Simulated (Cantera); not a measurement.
Charge: 1 mol Si₂Cl₆, 13 mol NH₃, 23 mol N₂, held at 1727 °C and 1.00 Torr.

These are equilibrium values from Cantera (NASA tables, ideal gas, pure condensed phases), not measurements of a reactor. Candidate condensed phases: NH₄Cl, Si, Si₃N₄; 28 gas species. The feed counts by its element totals alone. The tables' values for SiCl, SiN, SiCl₃ are old estimates; treat these amounts as uncertain. Gases not in the tables: Si₂H₆ and higher silanes. The numbers say what is thermodynamically allowed, not how fast it happens.

Base state: N₂ 0.549, H₂ 0.316, HCl 0.0692, H 0.0250, SiCl₂ 0.0181, Si 0.0163, Cl 0.00409, SiCl 0.00217 (mole fractions); condensed: gas only.

Problem. What changes in the equilibrium state with this change: NH₃ from 13 to 6.6 mol?

Solution. 
| species | before | after |
|---|---|---|
| N₂ | 0.549 | 0.651 |
| H₂ | 0.316 | 0.197 |
| HCl | 0.0692 | 0.0766 |
| SiCl₂ | 0.0181 | 0.0317 |
| H | 0.0250 | 0.0198 |
| Si | 0.0163 | 0.0145 |
| SiCl₃ | 1.87e-5 | 4.59e-5 |
| SiH₂ | 1.67e-5 | 9.29e-6 |
| SiH | 0.000226 | 0.000159 |
| Cl | 0.00409 | 0.00573 |
| Si₂ | 8.38e-5 | 6.68e-5 |
